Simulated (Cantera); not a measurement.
Pyrogenic steam for wet oxidation

A perfectly stirred reactor is fed with 8.51 % H₂, 9.15 % O₂, 82.3 % N₂, equivalence ratio 0.47, at 13300 Pa; it is held at 950 K, and followed from long to short residence time.

Model: the H2/O2 subset of GRI-Mech 3.0, which has no nitrogen chemistry, integrated in Cantera. Radical loss at walls, strong at low pressure, is not modelled. The temperature is held fixed by assumption; the heat of reaction is taken as removed at once.

```json
[
 {"τ (s)": "15", "x H₂": "0.000189", "x O₂": "0.0512", "x H": "1.98e-6", "x H₂O₂": "2.74e-7", "x H₂O": "0.0887", "x HO₂": "2.55e-6", "x OH": "1.77e-5"},
 {"τ (s)": "5.0", "x H₂": "0.000370", "x O₂": "0.0513", "x H": "5.91e-6", "x H₂O₂": "3.58e-7", "x H₂O": "0.0885", "x HO₂": "3.74e-6", "x OH": "2.68e-5"},
 {"τ (s)": "1.7", "x H₂": "0.000692", "x O₂": "0.0514", "x H": "1.73e-5", "x H₂O₂": "4.12e-7", "x H₂O": "0.0881", "x HO₂": "5.01e-6", "x OH": "4.16e-5"},
 {"τ (s)": "0.55", "x H₂": "0.00130", "x O₂": "0.0517", "x H": "5.28e-5", "x H₂O₂": "4.46e-7", "x H₂O": "0.0874", "x HO₂": "6.30e-6", "x OH": "6.76e-5"},
 {"τ (s)": "0.18", "x H₂": "0.00236", "x O₂": "0.0522", "x H": "0.000158", "x H₂O₂": "4.70e-7", "x H₂O": "0.0862", "x HO₂": "7.41e-6", "x OH": "0.000111"},
 {"τ (s)": "0.061", "x H₂": "0.00418", "x O₂": "0.0530", "x H": "0.000448", "x H₂O₂": "4.92e-7", "x H₂O": "0.0841", "x HO₂": "8.28e-6", "x OH": "0.000179"},
 {"τ (s)": "0.020", "x H₂": "0.00747", "x O₂": "0.0546", "x H": "0.00126", "x H₂O₂": "5.03e-7", "x H₂O": "0.0802", "x HO₂": "8.97e-6", "x OH": "0.000289"},
 {"τ (s)": "0.0068", "x H₂": "0.0131", "x O₂": "0.0574", "x H": "0.00320", "x H₂O₂": "4.89e-7", "x H₂O": "0.0732", "x HO₂": "9.46e-6", "x OH": "0.000440"},
 {"τ (s)": "0.0023", "x H₂": "0.0227", "x O₂": "0.0625", "x H": "0.00697", "x H₂O₂": "4.43e-7", "x H₂O": "0.0608", "x HO₂": "9.80e-6", "x OH": "0.000615"},
 {"τ (s)": "0.00076", "x H₂": "0.0398", "x O₂": "0.0712", "x H": "0.0111", "x H₂O₂": "3.52e-7", "x H₂O": "0.0406", "x HO₂": "9.88e-6", "x OH": "0.000707"},
 {"τ (s)": "0.00025", "x H₂": "0.0690", "x O₂": "0.0846", "x H": "0.00667", "x H₂O₂": "1.54e-7", "x H₂O": "0.0128", "x HO₂": "9.37e-6", "x OH": "0.000393"}
]
```
x: mole fraction; the columns are a selection and need not sum to one.
